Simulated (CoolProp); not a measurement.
R13 at 298.15 K and 23 MPa flows at 1.1 m/s in a round tube of 4.6 mm bore and 1.5 µm roughness, fully developed (64/Re and Nu = 3.66 if laminar; Colebrook and Gnielinski if turbulent). Each further row changes one setting.

The numbers come from the reference Helmholtz-energy equation of state, Platzer 1990 in CoolProp. This equation is an older, rougher fit; its heat capacities, sound speeds and derivatives of the liquid may be far off and weren't checked against measurements.

```
case              Reynolds number  Darcy friction factor  pressure drop (Pa/m)  heat-transfer coefficient (W/(m² K))  mass flow (kg/h)
----------------  ---------------  ---------------------  --------------------  ------------------------------------  ----------------
as stated                   48000                 0.0222                  3590                                  2540              81.0
velocity 2.2 m/s            96100                 0.0197                 12800                                  4640               162
diameter 9.2 mm             96100                 0.0190                  1540                                  2250               324
```

Viscosity comes from a separate model (Huber 2003), an estimate that may be off by 10 % or more. Thermal conductivity comes from a separate model (Huber 2003), an estimate that may be off by 10 % or more.
